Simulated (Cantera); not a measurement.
**CH3SiCl3 + CH4 + H2 + C3H8 (silicon carbide growth)**

A closed system holds: 1 mol CH3SiCl3, 0.16 mol CH4, 40 mol H2, 0.2 mol C3H8, at 10.0 mbar.

Cantera equilibrium calculation (NASA polynomials, part measured and part estimated; ideal gas, pure solids and liquids). Candidate condensed phases: C, C6H6, C7H8, C8H18, Si, SiC; 109 gas species. The feed counts by its element totals alone. The tables' values for SiCl are old estimates; treat these amounts as uncertain. Gases not in the tables: Si2H6 and higher silanes. Kinetics and transport are ignored.

From 902 °C to 2002 °C the condensed part is C(graphite) + SiC(s). At 2102 °C the condensed part is C(graphite). The main Si-bearing gas is SiCl2 at 902 °C and Si at 2102 °C.

```
T (°C)   x H2       x H   x HCl      x Si      x Cl  x C2H2 (acetylene)  n C(graphite)  n SiC(s)
------  -----  --------  ------  --------  --------  ------------------  -------------  --------
902     0.932   1.18e-6  0.0679    <1e-12   7.54e-8             5.94e-8          0.754     0.998
1002    0.932   7.12e-6  0.0679  5.00e-12   4.40e-7             3.58e-7          0.758     0.998
1102    0.932   3.31e-5  0.0679  1.76e-10   1.99e-6             1.66e-6          0.761     0.997
1202    0.932  0.000125  0.0678   3.79e-9   7.38e-6             6.21e-6          0.763     0.995
1302    0.932  0.000401  0.0676   5.53e-8   2.31e-5             1.97e-5          0.765     0.993
1402    0.931   0.00112  0.0674   5.83e-7   6.33e-5             5.41e-5          0.765     0.989
1502    0.930   0.00279  0.0671   4.71e-6  0.000155            0.000132          0.763     0.985
1602    0.926   0.00631  0.0665   3.03e-5  0.000343            0.000293          0.756     0.978
1702    0.919    0.0131  0.0656  0.000161  0.000700            0.000597          0.742     0.964
1802    0.906    0.0254  0.0642  0.000730   0.00132             0.00112          0.730     0.924
1902    0.883    0.0459  0.0618   0.00287   0.00234             0.00197          0.763     0.787
2002    0.843    0.0779  0.0580   0.00997   0.00387             0.00321          0.991     0.314
2102    0.789     0.125  0.0544    0.0150   0.00618             0.00490          0.988         0
```
x: gas mole fraction; n: condensed amount in mol.
